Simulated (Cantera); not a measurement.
What does this Cantera script print?

```python
import numpy as np
import cantera as ct

gas = ct.Solution("gri30.yaml")
gas.TPX = 1725, 360, {'CH4': 1, 'H2': 5, 'H2O': 0.032}
reactor = ct.IdealGasConstPressureReactor(gas, energy="off", clone=False)
net = ct.ReactorNet([reactor])
net.rtol, net.atol = 1e-08, 1e-18
show = ['CH4', 'H2', 'CH3', 'C2H2', 'CH2']
times = np.geomspace(2e-05, 100, 13)

steps = ct.SolutionArray(gas, extra=["t"])
rows = []
print(f"{'t/s':>10s}{'T/K':>9s}{'P/Pa':>11s}" + "".join(f"{s:>11s}" for s in show))
for t in times:
    while net.time < t:
        t_next = net.step()
        steps.append(gas.state, t=t_next)
    rows.append([np.interp(t, steps.t, y) for y in (steps.T, steps.P, *steps(*show).X.T)])
    print(f"{t:10.3e}{rows[-1][0]:9.1f}{rows[-1][1]:11.4g}" + "".join(f"{x:11.3e}" for x in rows[-1][2:]))
rate = np.gradient(steps.T, steps.t)
print("integrator steps:", len(steps.t))
if steps.T.max() > steps.T[0] + 200:
    print(f"time of steepest temperature rise: {steps.t[rate.argmax()]:.4e} s")
gas.TPX = 1725, 360, {'CH4': 1, 'H2': 5, 'H2O': 0.032}
gas.equilibrate("TP")
print(f"equilibrium (TP): T = {gas.T:.1f} K  " + "  ".join(f"{s} {gas[s].X[0]:.3e}" for s in show))
```

Output:

```
       t/s      T/K       P/Pa        CH4         H2        CH3       C2H2        CH2
 2.000e-05   1725.0        360  1.658e-01  8.289e-01  4.520e-07  1.340e-19  1.438e-14
 7.232e-05   1725.0        360  1.658e-01  8.289e-01  1.920e-06  3.994e-17  3.834e-13
 2.615e-04   1725.0        360  1.658e-01  8.289e-01  7.912e-06  2.139e-14  1.050e-11
 9.457e-04   1725.0        360  1.657e-01  8.289e-01  2.985e-05  7.389e-12  2.223e-10
 3.420e-03   1725.0        360  1.657e-01  8.289e-01  1.091e-04  1.731e-09  3.448e-09
 1.237e-02   1725.0        360  1.653e-01  8.289e-01  3.957e-04  4.013e-07  4.532e-08
 4.472e-02   1725.0        360  1.632e-01  8.292e-01  1.454e-03  1.094e-04  5.308e-07
 1.617e-01   1725.0        360  1.336e-01  8.445e-01  3.380e-03  1.050e-02  2.669e-06
 5.848e-01   1725.0        360  6.146e-02  8.867e-01  1.868e-03  4.335e-02  2.037e-06
 2.115e+00   1725.0        360  1.633e-02  9.130e-01  6.488e-04  6.351e-02  1.138e-06
 7.647e+00   1725.0        360  2.940e-03  9.208e-01  1.667e-04  6.890e-02  4.732e-07
 2.765e+01   1725.0        360  9.360e-04  9.230e-01  5.996e-05  6.850e-02  1.981e-07
 1.000e+02   1725.0        360  2.044e-04  9.239e-01  1.340e-05  6.831e-02  4.570e-08
integrator steps: 1365
equilibrium (TP): T = 1725.0 K  CH4 8.632e-05  H2 9.240e-01  CH3 5.668e-06  C2H2 6.836e-02  CH2 1.940e-08
```

Model: GRI-Mech 3.0 (53 species, 325 reactions), integrated in Cantera. GRI-Mech 3.0 stops at C3 and has no aromatics, soot or wall deposition, so with more carbon than oxygen in the feed, carbon stays in small species such as C2H2 where larger ones or solid carbon would form. Radical loss at walls, strong at low pressure, is not modelled.
